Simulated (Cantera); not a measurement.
Feed: 1 mol TiCl4, 13 mol H2O, 12 mol N2, at 1323 K and 0.00133 bar.

Cantera equilibrium calculation (NASA polynomials, part measured and part estimated; ideal gas, pure solids and liquids). Candidate condensed phases: H2O, NH4Cl, Ti, TiCl2, TiCl3, TiCl4, TiN, TiO, TiO2, Ti2O3, Ti3O5, Ti4O7; 38 gas species. Kinetics and transport are ignored.

Base state: N2 0.444, H2O 0.407, HCl 0.148, Cl 0.000340, H2 0.000250, O2 3.35e-5, OH 1.62e-5 (mole fractions); condensed: TiO2(rutile).

What changes in the equilibrium state with this change: temperature from 1323 K to 1450 K?


```json
[
 {"species": "N2", "before": "0.444", "after": "0.444"},
 {"species": "H2O", "before": "0.407", "after": "0.407"},
 {"species": "HCl", "before": "0.148", "after": "0.147"},
 {"species": "Cl", "before": "0.000340", "after": "0.00105"},
 {"species": "H2", "before": "0.000250", "after": "0.000875"},
 {"species": "OH", "before": "1.62e-5", "after": "8.54e-5"},
 {"species": "O2", "before": "3.35e-5", "after": "0.000146"},
 {"species": "NO", "before": "4.35e-6", "after": "1.88e-5"},
 {"species": "TiO2(rutile), mol", "before": "1.00", "after": "1.00"}
]
```
